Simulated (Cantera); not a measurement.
# Thermodynamics of halide evaporation, hydrolysis and transport, feed CsCl + H₂

Charge: 1 mol CsCl, 150 mol H₂, at 1477 °C.

Equilibrium computed with Cantera from the NASA thermochemical tables; the gas is ideal and each condensed phase is pure. Candidate condensed phases: Cs, CsCl; 9 gas species. Kinetics and transport are ignored.

From 0.000750 Torr to 750 Torr nothing is condensed. The main Cs-bearing gas is Cs at 0.000750 Torr and CsCl at 750 Torr.

| P (Pa) | x H₂ | x H | x CsCl | x Cs |
|---|---|---|---|---|
| 0.100 | 0.783 | 0.206 | 0.000979 | 0.00494 |
| 0.560 | 0.896 | 0.0930 | 0.00191 | 0.00439 |
| 3.20 | 0.950 | 0.0401 | 0.00296 | 0.00352 |
| 18 | 0.974 | 0.0171 | 0.00393 | 0.00262 |
| 100 | 0.984 | 0.00730 | 0.00472 | 0.00187 |
| 560 | 0.989 | 0.00309 | 0.00532 | 0.00129 |
| 3200 | 0.991 | 0.00129 | 0.00575 | 0.000866 |
| 18000 | 0.992 | 0.000546 | 0.00604 | 0.000577 |
| 100000 | 0.993 | 0.000232 | 0.00623 | 0.000382 |
x: gas mole fraction; nothing condenses.
